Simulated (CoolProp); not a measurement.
A simple Rankine cycle with R134a: condensing at 314.15 K, boiler at 2.54 MPa, turbine inlet 454 K, turbine efficiency 0.8, pump efficiency 0.6, no recuperator. Each further row changes one setting.

Model: reference Helmholtz-energy equation of state, Tillner-Roth 1994, in CoolProp.

| case | thermal efficiency (%) | net work (kJ/kg) | heat in (kJ/kg) | turbine exit temperature (K) | volume ratio over the turbine |
|---|---|---|---|---|---|
| as stated | 7.0 | 20.9 | 300 | 424.1 | 2.41 |
| condensing temperature 306.15 K | 8.4 | 26.3 | 312 | 417.4 | 2.98 |
| boiler pressure 1.78 MPa | 4.4 | 13.3 | 306 | 436.7 | 1.68 |
| turbine efficiency 0.7 | 6.0 | 18.0 | 300 | 426.7 | 2.43 |
